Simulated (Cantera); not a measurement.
SiH4 + H2O + N2 (silicon oxide and oxynitride deposition)

Charge: 1 mol SiH4, a varied amount of H2O, 50 mol N2, equilibrated at 1000 K and 1.00 Torr.

Method: chemical equilibrium by Gibbs-energy minimisation in Cantera with the NASA 1993 tables (ideal gas, pure condensed phases). Candidate condensed phases: H2O, Si, SiO2, Si2N2O, Si3N4; 35 gas species. N2 is the only nitrogen source here; it is nearly inert below about 1500 K, so the nitride shown seldom forms there in practice. Equilibrium is a limit: real reactors are often held back by kinetics, nucleation or transport.

```json
[
 {"n(H2O) (mol)": "0.44", "log p N2": "-2.90", "log p H2O": "<-14", "log p H2": "-4.20", "log p H": "-10.75", "log p NH3": "-10.99", "n Si2N2O(s)": "0.440", "n Si3N4(s)": "0.0400", "n SiO2(β-quartz)": "0"},
 {"n(H2O) (mol)": "0.66", "log p N2": "-2.90", "log p H2O": "-8.96", "log p H2": "-4.17", "log p H": "-10.73", "log p NH3": "-10.94", "n Si2N2O(s)": "0.447", "n Si3N4(s)": "0", "n SiO2(β-quartz)": "0.107"},
 {"n(H2O) (mol)": "1", "log p N2": "-2.90", "log p H2O": "-8.91", "log p H2": "-4.12", "log p H": "-10.70", "log p NH3": "-10.86", "n Si2N2O(s)": "0.333", "n Si3N4(s)": "0", "n SiO2(β-quartz)": "0.333"},
 {"n(H2O) (mol)": "1.5", "log p N2": "-2.90", "log p H2O": "-8.85", "log p H2": "-4.06", "log p H": "-10.67", "log p NH3": "-10.77", "n Si2N2O(s)": "0.167", "n Si3N4(s)": "0", "n SiO2(β-quartz)": "0.667"},
 {"n(H2O) (mol)": "2.3", "log p N2": "-2.91", "log p H2O": "-5.13", "log p H2": "-4.01", "log p H": "-10.65", "log p NH3": "-10.70", "n Si2N2O(s)": "0", "n Si3N4(s)": "0", "n SiO2(β-quartz)": "1.00"},
 {"n(H2O) (mol)": "3.4", "log p N2": "-2.92", "log p H2O": "-4.47", "log p H2": "-4.02", "log p H": "-10.65", "log p NH3": "-10.72", "n Si2N2O(s)": "0", "n Si3N4(s)": "0", "n SiO2(β-quartz)": "1.00"},
 {"n(H2O) (mol)": "5.1", "log p N2": "-2.93", "log p H2O": "-4.14", "log p H2": "-4.03", "log p H": "-10.66", "log p NH3": "-10.75", "n Si2N2O(s)": "0", "n Si3N4(s)": "0", "n SiO2(β-quartz)": "1.00"},
 {"n(H2O) (mol)": "7.7", "log p N2": "-2.95", "log p H2O": "-3.90", "log p H2": "-4.05", "log p H": "-10.67", "log p NH3": "-10.78", "n Si2N2O(s)": "0", "n Si3N4(s)": "0", "n SiO2(β-quartz)": "1.00"},
 {"n(H2O) (mol)": "12", "log p N2": "-2.98", "log p H2O": "-3.68", "log p H2": "-4.08", "log p H": "-10.68", "log p NH3": "-10.84", "n Si2N2O(s)": "0", "n Si3N4(s)": "0", "n SiO2(β-quartz)": "1.00"},
 {"n(H2O) (mol)": "17", "log p N2": "-3.01", "log p H2O": "-3.54", "log p H2": "-4.11", "log p H": "-10.70", "log p NH3": "-10.91", "n Si2N2O(s)": "0", "n Si3N4(s)": "0", "n SiO2(β-quartz)": "1.00"},
 {"n(H2O) (mol)": "26", "log p N2": "-3.07", "log p H2O": "-3.39", "log p H2": "-4.17", "log p H": "-10.73", "log p NH3": "-11.02", "n Si2N2O(s)": "0", "n Si3N4(s)": "0", "n SiO2(β-quartz)": "1.00"}
]
```
log p: log10 of the partial pressure in bar; n: condensed amount in mol.

At 0.44 mol H2O the condensed part is Si2N2O(s) + Si3N4(s). From 0.66 mol H2O to 1.5 mol H2O the condensed part is SiO2(β-quartz) + Si2N2O(s). From 2.3 mol H2O to 26 mol H2O the condensed part is SiO2(β-quartz).
